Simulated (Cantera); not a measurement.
A freely propagating, adiabatic, planar premixed flame of CH4 : C2H6 : O2 : N2 = 1 : 1.3 : 8.97 : 33.7 (molar parts), equivalence ratio 0.73, unburnt at 550 K and 10.0 bar; mixture-averaged transport, grid criteria slope 0.08 and curve 0.16, no radiation.

Detailed kinetics in Cantera: GRI-Mech 3.0 (53 species, 325 reactions). Burning velocities carry a grid error of a few per cent, more on coarse grids.

How do the results move with these cheaper or finer settings: unity-Lewis-number transport; multicomponent transport; multicomponent+Soret transport; grid criteria slope 0.5, curve 1; grid criteria slope 0.25, curve 0.5; grid criteria slope 0.03, curve 0.06?


| setting | laminar burning velocity | thermal thickness | peak x(H2) | peak x(H2O2) | grid points |
|---|---|---|---|---|---|
| as above | 37.5 cm/s | 0.0703 mm | 0.00452 | 0.000287 | 153 |
| unity-Lewis-number transport | 36.1 cm/s | 0.0687 mm | 0.00536 | 0.000178 | 139 |
| multicomponent transport | 38.0 cm/s | 0.0708 mm | 0.00459 | 0.000286 | 153 |
| multicomponent+Soret transport | 37.7 cm/s | 0.0710 mm | 0.00434 | 0.000288 | 153 |
| grid criteria slope 0.5, curve 1 | 42.0 cm/s | 0.0757 mm | 0.00466 | 0.000312 | 34 |
| grid criteria slope 0.25, curve 0.5 | 38.8 cm/s | 0.0724 mm | 0.00455 | 0.000293 | 59 |
| grid criteria slope 0.03, curve 0.06 | 36.6 cm/s | 0.0698 mm | 0.00447 | 0.000284 | 341 |
The base run took very roughly 17 core-seconds.
Unity Lewis numbers drop preferential diffusion, which matters most where H2 and H carry the flame; Soret adds thermal diffusion.
